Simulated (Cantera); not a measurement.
A Cantera script and what it prints.

```python
import numpy as np
import cantera as ct

gas_names = """
    C CH CH2 CH3 CH2OH CH3O CH4 CH3OH CO CO2 COOH C2 C2H CHCO,ketyl C2H2,acetylene C2H2,vinylidene
    CH2CO,ketene C2H3,vinyl CH3CO,acetyl C2H4 C2H4O,ethylen CH3CHO,ethanal CH3COOH (HCOOH)2 C2H5 C2H6
    CH3OCH3 C2H5OH C2O C3 C3H3,propargyl C3H4,allene C3H4,propyne C3H4,cyclo- C3H5,allyl C3H6,propylene
    C3H6,cyclo- C3H6O C3H7,n-propyl C3H7,i-propyl C3H8 C3H8O,1propanol C3H8O,2propanol C3O2 C4 C4H2
    C4H4,1,3-cyclo- C4H6,butadiene C4H6,2-butyne C4H6,cyclo- C4H8,1-butene C4H8,cis2-buten
    C4H8,tr2-butene C4H8,isobutene C4H8,cyclo- (CH3COOH)2 C4H9,n-butyl C4H9,i-butyl C4H9,s-butyl
    C4H9,t-butyl C4H10,isobutane C4H10,n-butane C5 C5H6,1,3cyclo- C5H8,cyclo- C5H10,1-pentene
    C5H10,cyclo- C5H11,pentyl C5H11,t-pentyl C5H12,n-pentane C5H12,i-pentane CH3C(CH3)2CH3 C6H2
    C6H5,phenyl C6H5O,phenoxy C6H6 C6H5OH,phenol C6H10,cyclo- C6H12,1-hexene C6H12,cyclo- C6H13,n-hexyl
    C7H7,benzyl C7H8 C7H8O,cresol C7H14,1-heptene C7H15,n-heptyl C7H16,n-heptane C8H8,styrene
    C8H10,ethylbenz C8H16,1-octene C8H17,n-octyl C8H18,isooctane C8H18,n-octane C9H19,n-nonyl
    C10H8,naphthale C10H21,n-decyl C12H9,o-bipheny C12H10,bipheny H HCO HO2 H2 HCHO,formaldehy HCOOH H2O
    H2O2 O OH O2 O3 Si SiC SiC2 SiC4H12 SiH SiH2 SiH3 SiH4 SiO SiO2 Si2 Si2C Si3
""".split()
cond_names = """
    C(gr) C6H6(L) C7H8(L) C8H18(L),n-octa H2O(s) H2O(L) Si(cr) Si(L) SiC(b) SiO2(Lqz) SiO2(hqz) SiO2(L)
""".split()


def load(file, names, dense=False):
    # The tables refer to 1 bar. Condensed volumes are neglected.
    table = {s.name: s for s in ct.Species.list_from_file(file)}
    out = []
    for n in names:
        d = dict(table[n].input_data)
        d["thermo"] = dict(d["thermo"], **{"reference-pressure": 1e5})
        if dense:
            d["equation-of-state"] = {"model": "constant-volume", "density": "1e6 g/cm^3"}
        out.append(ct.Species.from_dict(d))
    return out


gas = ct.Solution(thermo="ideal-gas", species=load("nasa_gas.yaml", gas_names))
cond = {s.name: ct.Solution(thermo="fixed-stoichiometry", species=[s], name=s.name)
        for s in load("nasa_condensed.yaml", cond_names, dense=True)}
atoms = {
    'SiC': {'Si': 1, 'C': 1},
    'O2': {'O': 2},
    'H2': {'H': 2},
    'CO2': {'C': 1, 'O': 2},
}
top_T = {'C(gr)': 4500, 'SiC(b)': 3050}  # K; cautious upper limits of use, not melting points


def equilibrate(T, P, feed):
    n = {}
    for name, mol in feed.items():
        for a, k in atoms[name].items():
            n[a] = n.get(a, 0.0) + k * mol
    gas.TPX = T, P, n
    mass = sum(n.values()) * gas.mean_molecular_weight
    gas.equilibrate("TP")
    valid = [c for c in cond.values() if c.min_temp <= T <= top_T.get(c.name, c.max_temp)]
    mix = ct.Mixture([(gas, mass / gas.mean_molecular_weight)] + [(c, 0.0) for c in valid])
    mix.T, mix.P = T, P
    mix.equilibrate("TP", solver="vcs", rtol=1e-11, max_steps=5000)
    return mix


results = []
feed = {'SiC': 1, 'O2': 0.23, 'H2': 46, 'CO2': 2.5}  # mol
P = 13332.2  # Pa
for T in [1475, 1525, 1575, 1625, 1675, 1725, 1775, 1825, 1875, 1925, 1975, 2025, 2075]:
    mix = equilibrate(T, P, feed)
    results.append((T, P, feed, dict(zip(mix.species_names, mix.species_moles))))

top = {s: max(r[3][s] / sum(r[3][g] for g in gas_names) for r in results) for s in gas_names}
cols = sorted((s for s in top if top[s] > 0.0001), key=lambda s: -top[s])[:8]
seen = [c for c in cond_names if any(r[3].get(c, 0) > 1e-12 for r in results)]
print("log10 of partial pressures in bar; condensed amounts in mol")
print(f"{'T/K':>10s}" + "".join(f"{s[:9]:>10s}" for s in cols + seen))
for T, P, feed, n in results:
    ng = sum(n[g] for g in gas_names)
    print(f"{T:10.4g}" + "".join(f"{np.log10(max(n[s] / ng * P / 1e5, 1e-99)):10.3f}" for s in cols)
          + "".join(f"{n.get(c, 0):10.4g}" for c in seen))
```

Output:

```
log10 of partial pressures in bar; condensed amounts in mol
       T/K        H2        CO       SiO       H2O         H       CO2       CH4    SiC(b) SiO2(hqz)   SiO2(L)
      1475    -0.907    -2.028    -4.509    -5.484    -5.341    -6.999    -4.487  0.005771    0.9827         0
      1525    -0.907    -2.027    -4.007    -5.357    -5.080    -6.907    -4.875         0    0.9635         0
      1575    -0.907    -2.026    -3.923    -4.855    -4.835    -6.436    -5.622         0    0.9556         0
      1625    -0.908    -2.026    -3.830    -4.398    -4.605    -6.010    -6.309         0     0.945         0
      1675    -0.908    -2.026    -3.689    -4.023    -4.389    -5.662    -6.902         0     0.924         0
      1725    -0.909    -2.027    -3.517    -3.715    -4.186    -5.380    -7.415         0         0    0.8868
      1775    -0.910    -2.028    -3.331    -3.453    -3.993    -5.141    -7.872         0         0     0.826
      1825    -0.912    -2.029    -3.142    -3.220    -3.812    -4.930    -8.292         0         0    0.7306
      1875    -0.915    -2.030    -2.956    -3.009    -3.641    -4.738    -8.684         0         0    0.5857
      1925    -0.919    -2.033    -2.777    -2.814    -3.479    -4.562    -9.054         0         0    0.3715
      1975    -0.925    -2.036    -2.606    -2.633    -3.326    -4.397    -9.409         0         0   0.06209
      2025    -0.927    -2.037    -2.580    -2.605    -3.179    -4.385    -9.588         0         0         0
      2075    -0.928    -2.038    -2.580    -2.605    -3.038    -4.401    -9.727         0         0         0
```

Cantera equilibrium calculation (NASA polynomials, part measured and part estimated; ideal gas, pure solids and liquids). Mutual solubility and eutectic melting of coexisting phases are not modelled. The tables hold silica as quartz up to 1696 K and as liquid above; real silica turns to tridymite and cristobalite and melts near 1996 K.
